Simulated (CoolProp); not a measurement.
Vapour-liquid equilibrium of R143a (1) + R236FA (2) at 262.9 K; x and y are mole fractions of (1).

Computed with CoolProp (multi-fluid Helmholtz-energy mixture model, Lemmon and Jacobsen 2000 and Pan 2012; pair parameters Bell 2016).

| x | bubble pressure, mixture model (MPa) | bubble pressure, Raoult's law (MPa) | y, mixture model | y, Raoult's law |
|---|---|---|---|---|
| 0.05 | 0.08475 | 0.08809 | 0.216 | 0.252 |
| 0.125 | 0.1087 | 0.1162 | 0.430 | 0.478 |
| 0.2 | 0.1336 | 0.1444 | 0.571 | 0.616 |
| 0.275 | 0.1595 | 0.1725 | 0.671 | 0.709 |
| 0.35 | 0.1862 | 0.2006 | 0.745 | 0.775 |
| 0.425 | 0.2137 | 0.2288 | 0.801 | 0.826 |
| 0.5 | 0.2419 | 0.2569 | 0.846 | 0.865 |
| 0.575 | 0.2708 | 0.2850 | 0.882 | 0.897 |
| 0.65 | 0.3003 | 0.3132 | 0.911 | 0.923 |
| 0.725 | 0.3303 | 0.3413 | 0.936 | 0.944 |
| 0.8 | 0.3609 | 0.3694 | 0.957 | 0.962 |
| 0.875 | 0.3918 | 0.3976 | 0.975 | 0.978 |
| 0.95 | 0.4233 | 0.4257 | 0.991 | 0.992 |

The largest gap from Raoult's law is -7.5 % in bubble pressure, at x = 0.275. No azeotrope shows between x = 0.05 and 0.95.

Pair parameters are fitted to limited data, so mixtures are less certain than the pure fluids.
